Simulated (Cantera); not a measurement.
An adiabatic, constant-pressure homogeneous reactor starts with 4.25 % CH₄, 1.74 % H₂, 7.23 % O₂, 86.8 % N₂, at 1448 K and 533 Torr.

Model: GRI-Mech 3.0 (53 species, 325 reactions), integrated in Cantera.

x: mole fraction; the columns are a selection and need not sum to one.

```tsv
t (s)	T (K)	x CH₄	x H₂	x O₂	x CH₂O	x C₂H₂	x NO
3.00e-6	1448	0.0425	0.0174	0.0723	5.42e-11	<1e-12	<1e-12
7.00e-6	1448	0.0425	0.0174	0.0723	3.74e-10	<1e-12	<1e-12
1.63e-5	1448	0.0425	0.0174	0.0723	2.53e-9	<1e-12	<1e-12
3.82e-5	1448	0.0425	0.0174	0.0723	(withheld)	<1e-12	<1e-12
8.91e-5	1448	0.0425	0.0174	0.0723	1.25e-7	<1e-12	<1e-12
0.000208	1448	0.0425	0.0174	0.0723	1.28e-6	2.04e-12	<1e-12
0.000486	1448	0.0423	0.0174	0.0722	2.83e-5	2.45e-9	<1e-12
0.00113	1468	0.0383	0.0175	0.0696	0.000506	5.75e-6	8.98e-11
0.00265	2058	<1e-12	0.0202	(withheld)	1.14e-10	<1e-12	(withheld)
0.00618	2138	<1e-12	0.0193	0.000231	1.20e-10	<1e-12	6.16e-5
0.0144	2156	<1e-12	0.0193	4.56e-5	1.25e-10	<1e-12	6.96e-5
0.0337	2160	<1e-12	0.0193	2.14e-5	1.27e-10	<1e-12	7.39e-5
0.0786	2160	<1e-12	0.0193	1.99e-5	1.27e-10	<1e-12	7.99e-5
0.183	2160	<1e-12	0.0193	1.99e-5	1.27e-10	<1e-12	9.10e-5
0.428	2160	<1e-12	0.0193	1.98e-5	1.27e-10	<1e-12	0.000106
1.00	2160	<1e-12	0.0193	1.98e-5	1.28e-10	<1e-12	0.000116
```

### Question
Fill in the missing entries.

### Answer

- 3.82e-5, x CH₂O: 1.69e-8
- 0.00265, x O₂: 0.00158
- 0.00265, x NO: 4.02e-5
